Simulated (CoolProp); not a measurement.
The fluid at 452.94 K and 5.05 MPa flows at 18 m/s in a round tube of 12.7 mm bore and 1.5 µm roughness, fully developed (64/Re and Nu = 3.66 if laminar; Colebrook and Gnielinski if turbulent). The same conditions are run with several fluids, on thermodynamics alone (safety and materials aside).

Values from CoolProp's reference Helmholtz-energy equation of state of each fluid (R141b: Lemmon 2006; n-pentane: Thol 2019; n-hexane: Thol 2019; water: Wagner 2002; n-heptane: Span 2003).

| fluid | Reynolds number | Darcy friction factor | pressure drop (Pa/m) | heat-transfer coefficient (W/(m² K)) | mass flow (kg/h) |
|---|---|---|---|---|---|
| R141b | 2080000 | 0.0131 | 143000 | 27900 | 7030 |
| n-pentane | 2530000 | 0.0130 | 71200 | 34700 | 3540 |
| n-hexane | 1240000 | 0.0135 | 85900 | 28700 | 4100 |
| water | 1340000 | 0.0134 | 152000 | 118000 | 7300 |
| n-heptane | 1050000 | 0.0136 | 94400 | 27200 | 4460 |

Transport values come from each fluid's own correlations; those of R141b, n-pentane are estimates that may be off by 10 % or more.
